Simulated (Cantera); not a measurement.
What does this Cantera script print?

```python
import numpy as np
import cantera as ct

gas = ct.Solution("gri30.yaml")
gas.TPX = 1150, 1333, {'C2H6': 1, 'N2': 1.7}
inlet = ct.Reservoir(gas, clone=True)

reactor = ct.IdealGasConstPressureReactor(gas, energy="off", clone=False)
exhaust = ct.Reservoir(gas, clone=True)
tau = [4.3, 1.9, 0.84, 0.37, 0.16, 0.071, 0.031, 0.014, 0.0061, 0.0027, 0.0012][0]
for a, b in ((inlet, reactor), (reactor, exhaust)):
    ct.MassFlowController(a, b, mdot=lambda t: reactor.mass / tau)
net = ct.ReactorNet([reactor])
show = ['C2H6', 'C2H4', 'CH3', 'H', 'C2H', 'CH4', 'CH2']

rows = []
print(f"{'tau/s':>10s}{'T/K':>9s}" + "".join(f"{s:>11s}" for s in show))
for tau in [4.3, 1.9, 0.84, 0.37, 0.16, 0.071, 0.031, 0.014, 0.0061, 0.0027, 0.0012]:
    net.initial_time = 0.0
    net.advance(30 * tau)
    before = gas.X
    net.advance(40 * tau)
    drift = np.max(np.abs(gas.X - before) / (gas.X + 1e-9))
    rows.append([gas.T, *gas[show].X, drift])
    print(f"{tau:10.3e}{gas.T:9.1f}" + "".join(f"{x:11.3e}" for x in gas[show].X))
```

Result:

```
     tau/s      T/K       C2H6       C2H4        CH3          H        C2H        CH4        CH2
 4.300e+00   1150.0  2.302e-02  1.534e-01  4.367e-05  6.982e-06  1.895e-10  6.138e-02  5.418e-10
 1.900e+00   1150.0  4.768e-02  1.694e-01  6.104e-05  7.049e-06  1.282e-10  5.742e-02  8.735e-10
 8.400e-01   1150.0  9.535e-02  1.613e-01  8.227e-05  6.629e-06  7.224e-11  4.587e-02  1.288e-09
 3.700e-01   1150.0  1.701e-01  1.254e-01  1.041e-04  5.872e-06  3.643e-11  2.929e-02  1.703e-09
 1.600e-01   1150.0  2.529e-01  7.639e-02  1.202e-04  5.097e-06  1.761e-11  1.475e-02  1.985e-09
 7.100e-02   1150.0  3.118e-01  3.885e-02  1.239e-04  4.483e-06  8.220e-12  6.494e-03  1.978e-09
 3.100e-02   1150.0  3.455e-01  1.661e-02  1.117e-04  3.855e-06  3.173e-12  2.473e-03  1.601e-09
 1.400e-02   1150.0  3.612e-01  6.135e-03  8.372e-05  3.005e-06  9.116e-13  8.220e-04  9.378e-10
 6.100e-03   1150.0  3.679e-01  1.609e-03  4.989e-05  1.796e-06  1.334e-13  2.116e-04  3.386e-10
 2.700e-03   1150.0  3.698e-01  3.089e-04  3.069e-05  7.850e-07  7.508e-15  5.746e-05  1.071e-10
 1.200e-03   1150.0  3.703e-01  4.561e-05  2.010e-05  2.617e-07  6.657e-17  1.672e-05  3.408e-11
```

Computed with Cantera and GRI-Mech 3.0 (53 species, 325 reactions). GRI-Mech 3.0 stops at C3 and has no aromatics, soot or wall deposition, so with more carbon than oxygen in the feed, carbon stays in small species such as C2H2 where larger ones or solid carbon would form. Radical loss at walls, strong at low pressure, is not modelled.
